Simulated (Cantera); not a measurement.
Input: 1 mol FeS2, 230 mol H2, 0.087 mol H2O, equilibrated at 998.15 K and 61.0 mbar.

These are equilibrium values from Cantera (NASA tables, ideal gas, pure condensed phases), not measurements of a reactor. Candidate condensed phases: Fe, FeO, Fe(OH)2, Fe(OH)3, FeS, FeSO4, FeS2, Fe2O3, Fe2(SO4)3, Fe3O4, H2O, H2SO4, S; 22 gas species. FeS: taken at fixed stoichiometry. Rates play no part.

Base state: H2 0.995, H2S 0.00435, H2O 0.000378 (mole fractions); condensed: FeS(s).

### Question
What changes in the equilibrium state with this change: H2 from 230 to 0.73 mol?

### Answer
```tsv
species	before	after
H2S	0.00435	0.697
S2	1.63e-8	0.163
H2O	0.000378	0.0889
H2	0.995	0.0504
S2O	<1e-9	4.97e-5
SO2	<1e-9	4.46e-5
SH	1.03e-7	7.31e-5
FeS(s), mol	1.00	1.00
```
Gases not in the tables: S3 to S7.
